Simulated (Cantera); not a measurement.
A perfectly stirred reactor is fed with 4.35 % NH3, 95.7 % H2, at 0.560 bar; it is held at 2348 K, and followed from long to short residence time.

Cantera simulation using the gas-phase N/H chemistry of the illustrative SiF4/NH3 mechanism in the Surface Chemkin manual (1991); the numbers are that mechanism's predictions, not measurements. Walls and surfaces, which speed up NH3 decomposition in real reactors, are not modelled.

One state of this run: x NH3 = 8.70e-5; x H2 = 0.963; x H = 0.0163; x NH = 1.65e-6; x N = 1.15e-6; x N2H2 = 1.30e-10; x N2 = 0.0206. x: mole fraction; the columns are a selection and need not sum to one.

Problem. Which value of τ (s) does it belong to?
(A) 0.024
(B) 8.1
(C) 19
(D) 0.0045

Solution. B, 8.1
